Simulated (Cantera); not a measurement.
An adiabatic, constant-volume homogeneous reactor starts with CH₄ : C₂H₆ : C₃H₈ : O₂ : N₂ = 1 : 0.24 : 0.052 : 1.82 : 6.86 (molar parts), at 1550 K and 2000000 Pa. Integrator tolerance rtol = 1e-08.

Model: GRI-Mech 3.0 (53 species, 325 reactions), integrated in Cantera. The pressure lies above the range GRI-Mech 3.0 was tuned for (to about 10 atm). Above 3000 K some thermodynamic fits are extrapolated.

### Question
What does this change do: CH4 1 to 2.3 parts?

### Answer
```json
[
 {"quantity": "time of steepest temperature rise", "before": "11.4 µs", "after": "23.3 µs"},
 {"quantity": "temperature at 2.00 s", "before": "3091 K", "after": "2319 K"},
 {"quantity": "equilibrium temperature", "before": "3091 K", "after": "2319 K"},
 {"quantity": "x(CH₄) at 2.00 s", "before": "8.83e-10 (gas-phase equilibrium 9.91e-10)", "after": "1.75e-6 (gas-phase equilibrium 1.93e-6)"},
 {"quantity": "x(C₂H₆) at 2.00 s", "before": "<1e-12 (gas-phase equilibrium <1e-12)", "after": "<1e-12 (gas-phase equilibrium <1e-12)"},
 {"quantity": "x(C₃H₈) at 2.00 s", "before": "<1e-12 (gas-phase equilibrium <1e-12)", "after": "<1e-12 (gas-phase equilibrium <1e-12)"},
 {"quantity": "x(CH₂O) at 2.00 s", "before": "2.29e-7 (gas-phase equilibrium 2.29e-7)", "after": "9.72e-7 (gas-phase equilibrium 9.72e-7)"},
 {"quantity": "x(O) at 2.00 s", "before": "0.000288 (gas-phase equilibrium 0.000288)", "after": "4.15e-8 (gas-phase equilibrium 4.15e-8)"}
]
```
